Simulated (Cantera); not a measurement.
## Iron carbonyl, mercury and lead vapours: PbO + H2 + N2 + CO

A closed system holds: 1 mol PbO, 0.26 mol H2, 16 mol N2, 0.15 mol CO, at 1248.15 K and 0.548 Torr.

Method: chemical equilibrium by Gibbs-energy minimisation in Cantera with the NASA 1993 tables (ideal gas, pure condensed phases). Candidate condensed phases: C, C6H6, C7H8, C8H18, H2O, Pb, PbO, PbO2, Pb3O4; 139 gas species. Rates play no part.

* **x(N2)**: 0.918
* **x(PbO)**: 0.0320
* **x(Pb)**: 0.0253
* **x(H2O)**: 0.0149
* **x(CO2)**: 0.00861
* **x(O2)**: 0.000899
* **x(NO)**: 1.97e-5
* **x(OH)**: 3.38e-6
* **gas amount**: 17.43 mol
* **log10 activity of Pb(l) (absent)**: -1.85
* **log10 activity of C(graphite) (absent)**: -15.60
